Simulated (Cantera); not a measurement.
An adiabatic, constant-volume homogeneous reactor starts with H₂ : O₂ : N₂ : H₂O = 1 : 0.227 : 2.16 : 1 (molar parts), equivalence ratio 2.2, at 1750 K and 0.987 atm.

Computed with Cantera and the H2/O2 subset of GRI-Mech 3.0, which has no nitrogen chemistry.

Problem. Predict: time of steepest temperature rise; temperature at 0.200 s; equilibrium temperature; x(H₂) at 0.200 s; x(O₂) at 0.200 s; x(H₂O) at 0.200 s; x(OH) at 0.200 s; x(H) at 0.200 s; x(H₂O₂) at 0.200 s; x(O) at 0.200 s.

Solution. 
| Item | Value |
|---|---|
| time of steepest temperature rise | 15.2 µs |
| temperature at 0.200 s | 2469 K |
| equilibrium temperature | 2469 K |
| x(H₂) at 0.200 s | 0.129 (gas-phase equilibrium 0.129) |
| x(O₂) at 0.200 s | 0.000139 (gas-phase equilibrium 0.000139) |
| x(H₂O) at 0.200 s | 0.344 (gas-phase equilibrium 0.344) |
| x(OH) at 0.200 s | 0.00362 (gas-phase equilibrium 0.00362) |
| x(H) at 0.200 s | 0.00684 (gas-phase equilibrium 0.00684) |
| x(H₂O₂) at 0.200 s | 3.09e-8 (gas-phase equilibrium 3.09e-8) |
| x(O) at 0.200 s | 0.000127 (gas-phase equilibrium 0.000127) |
